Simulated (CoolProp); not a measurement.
The fluid at 474.1 K and 3.19 MPa is throttled through a valve to 1.2 MPa with no heat exchange. The same conditions are run with several fluids, on thermodynamics alone (safety and materials aside).

Values from CoolProp's reference Helmholtz-energy equation of state of each fluid (methanol: de Reuck 1993; R410A: Lemmon 2003; R507A: Lemmon 2003; R123: Younglove 1994; sulfur dioxide: Gao 2016). Blends and air are pseudo-pure fits.

| fluid | temperature change (K) | final density (kg/m³) |
|---|---|---|
| methanol | (withheld) | 12.4 |
| R410A | (withheld) | 23.2 |
| R507A | -8.8 | 31.9 |
| R123 | (withheld) | 56.7 |
| sulfur dioxide | (withheld) | 21.3 |

Q: Fill in the missing entries.

A: 
- methanol, temperature change (K): -43.5
- R410A, temperature change (K): -9.5
- R123, temperature change (K): -25.7
- sulfur dioxide, temperature change (K): -20.4
